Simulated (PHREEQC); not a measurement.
Solution (25 °C): 0.0031 mol/kgw H3BO3. It is in equilibrium with CO2 at log p = 0 (atm). Otherwise closed; pH follows from the charge balance.

Computed with PHREEQC (ion-association model, wateq4f.dat).

Precipitation was switched off in this run.

Estimate the pH.

pH 3.91.

Species that the database lacks are ignored.
